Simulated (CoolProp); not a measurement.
Vapour-liquid equilibrium of sulfur hexafluoride (1) + R113 (2) at 6.25 °C; x and y are mole fractions of (1).

Computed with CoolProp (multi-fluid Helmholtz-energy mixture model, Guder 2009 and Marx 1992; pair parameters Bell 2016).

Question: Give the bubble pressure and the first vapour's composition at x = 0.25, 0.75, 0.95. Is there an azeotrope?

Answer: x = 0.25: 0.3045 MPa, y = 0.932; x = 0.75: 0.8895 MPa, y = 0.991; x = 0.95: 1.372 MPa, y = 0.999. No azeotrope shows between x = 0.05 and 0.95.

Pair parameters are fitted to limited data, so mixtures are less certain than the pure fluids. The gap from Raoult's law changes sign with composition, which may be real or a fault of the pair parameters; it wasn't checked against measurements. With so large a gap from Raoult's law the liquid may split in two, which this calculation doesn't test in full.
